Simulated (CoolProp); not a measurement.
Carbon monoxide along the isotherm 113.4 K: density (kg/m³) from the reference equation and from simpler models built on Tc = 132.9 K, pc = 3.498 MPa, ω = 0.050; each cubic takes its own stable root.

Values from CoolProp's reference Helmholtz-energy equation of state, Lemmon 2006. It is a short technical equation, of lower accuracy than the large ones.

```
p (MPa)   phase  reference
-------  ------  ---------
0.673       gas      22.51
1.35     liquid      625.4
2.02     liquid      631.7
2.69     liquid      637.4
3.36     liquid      642.7
4.04     liquid      647.8
4.71     liquid      652.4
5.38     liquid      656.8
6.05     liquid      660.9
6.73     liquid      664.9
7.4      liquid      668.7
8.07     liquid      672.3
8.75     liquid      675.8
```

Problem. How far does each simpler model (van der Waals, Soave-Redlich-Kwong, Peng-Robinson) lie from the reference over these 13 states: mean and median of the absolute difference, and the worst?

Solution. 
- van der Waals: mean 31.7 %, median 28.5 %, worst -91.9 % at 113.4 K and 1.35 MPa
- Soave-Redlich-Kwong: mean 2.8 %, median 2.6 %, worst -5.4 % at 113.4 K and 1.35 MPa
- Peng-Robinson: mean 8.7 %, median 9.4 %, worst +10.9 % at 113.4 K and 8.75 MPa

At some of these states van der Waals gives the other phase, because its saturation line lies elsewhere.
